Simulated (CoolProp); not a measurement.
Vapour-liquid equilibrium of propane (1) + benzene (2) at 318.4 K; x and y are mole fractions of (1).

The numbers come from the multi-fluid Helmholtz-energy mixture model, Lemmon 2009 and Thol 2012; pair parameters Bell 2016 in CoolProp.

```csv
x,"bubble pressure, mixture model (MPa)","bubble pressure, Raoult's law (MPa)","y, mixture model","y, Raoult's law"
0.05,[?],0.1058,0.811,0.729
0.2,[?],0.3327,0.936,0.928
0.35,[?],0.5596,0.959,0.965
0.5,[?],0.7865,0.970,0.981
0.65,[?],1.013,0.979,0.990
0.8,[?],1.240,[?],0.995
0.95,1.448,1.467,0.996,0.999
```

Some entries are withheld; supply them.


- 0.05, bubble pressure, mixture model (MPa): 0.1595
- 0.2, bubble pressure, mixture model (MPa): 0.4599
- 0.35, bubble pressure, mixture model (MPa): 0.6792
- 0.5, bubble pressure, mixture model (MPa): 0.8608
- 0.65, bubble pressure, mixture model (MPa): 1.033
- 0.8, bubble pressure, mixture model (MPa): 1.219
- 0.8, y, mixture model: 0.987

The largest gap from Raoult's law is +50.8 % in bubble pressure, at x = 0.05. No azeotrope shows between x = 0.05 and 0.95.

The pair parameters rest on a limited set of measurements; away from them the model extrapolates. The gap from Raoult's law changes sign with composition, which may be real or a fault of the pair parameters; it wasn't checked against measurements. With so large a gap from Raoult's law the liquid may split in two, which this calculation doesn't test in full.
